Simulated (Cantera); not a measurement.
Input: 1 mol B2O3, 0.081 mol O2, 3.6 mol N2, at 23000 Pa.

These are equilibrium values from Cantera (NASA tables, ideal gas, pure condensed phases), not measurements of a reactor. Candidate condensed phases: B, BN, B2O3; 17 gas species. Kinetics and transport are ignored.

Problem. At 1500 K, list the 5 most abundant gas species with their mole fractions, and the condensed phases.

Solution. N2 0.978, O2 0.0218, NO 0.000439, B2O3 9.43e-5, BO2 1.27e-5. Condensed: B2O3(l).
